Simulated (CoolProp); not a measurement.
Vapour-liquid equilibrium of R143a (1) + propane (2) at 36.45 °C; x and y are mole fractions of (1).

Model: multi-fluid Helmholtz-energy mixture model, Lemmon and Jacobsen 2000 and Lemmon 2009; pair parameters Bell 2016, in CoolProp.

```tsv
x	bubble pressure (bar)	y at the bubble point	dew pressure at overall composition x (bar)	liquid density (mol/L)
0.05	13.99	0.117	13.17	10.63
0.125	15.59	0.237	14.09	10.47
0.2	16.76	0.321	15.08	10.33
0.275	17.62	0.387	?	10.20
0.35	18.26	0.442	17.15	10.08
0.425	18.72	0.492	18.08	9.999
0.5	19.03	0.541	18.78	9.944
0.575	19.20	0.591	19.17	?
0.65	19.23	0.643	19.22	9.939
0.725	19.09	0.700	18.99	9.991
0.8	18.78	0.764	18.54	10.08
0.875	18.25	0.839	?	10.20
0.95	17.48	0.929	17.29	10.34
```

Fill in the missing entries.


- 0.275, dew pressure at overall composition x (bar): 16.12
- 0.575, liquid density (mol/L): 9.924
- 0.875, dew pressure at overall composition x (bar): 17.96

y crosses x between x = 0.575 and 0.65: the model has an azeotrope there.

The pair parameters rest on a limited set of measurements; away from them the model extrapolates.
